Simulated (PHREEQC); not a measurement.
Synthetic water in mmol/kgw, 70 °C, pH 6.75, pe -0.9: Na 98.9; K 0.995; Ca 3.69; Mg 14.5; Cl 125; S(6) 2.99; Alkalinity (meq/kgw) 0.0636; Fe(2) 0.0266; Li 0.0176.

Cl is adjusted to close the charge balance.
Valence states are taken as typed.

The numbers come from PHREEQC with the ion-association model, wateq4f.dat.

```
Item                    Value
--------------  -------------
ionic strength  0.152 mol/kgw
```

```
species  molality  activity   log γ
-------  --------  --------  ------
Cl-         0.130    0.0929  -0.147
Na+        0.0986    0.0729  -0.131
Mg+2       0.0133   0.00446  -0.475
Ca+2      0.00356   0.00112  -0.500
SO4-2     0.00143  0.000420  -0.532
MgSO4     0.00116   0.00120   0.015
K+       0.000989  0.000706  -0.147
NaSO4-   0.000264  0.000197  -0.127
CaSO4    0.000131  0.000136   0.015
HCO3-     5.07e-5   3.78e-5  -0.127
Fe+2      2.37e-5   7.73e-6  -0.487
Li+       1.76e-5   1.33e-5  -0.122
```

No solid was allowed to form. Species that the database lacks are ignored. Constants without temperature data keep their 25 °C values here.
